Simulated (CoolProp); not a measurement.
Octamethylcyclotetrasiloxane (D4) at several states: Z from the reference equation and from simpler models built on Tc = 313.4 °C, pc = 13.47 bar, ω = 0.598; each cubic takes its own stable root.

Computed with CoolProp (reference Helmholtz-energy equation of state, Thol 2015).

```
T (°C)  p (bar)   phase  reference  Redlich-Kwong  Peng-Robinson
------  -------  ------  ---------  -------------  -------------
146.15    0.297     gas          ?              ?              ?
227.85     1.37     gas          ?              ?         0.9301
125.05     21.1  liquid          ?              ?         0.2193
77.65      5.06  liquid    0.05776        0.06880              ?
```

Question: Some entries are withheld; supply them.

Answer: 
- 146.15, reference: 0.9724
- 146.15, Redlich-Kwong: 0.9806
- 146.15, Peng-Robinson: 0.9742
- 227.85, reference: 0.9315
- 227.85, Redlich-Kwong: 0.9435
- 125.05, reference: 0.2254
- 125.05, Redlich-Kwong: 0.2653
- 77.65, Peng-Robinson: 0.05709
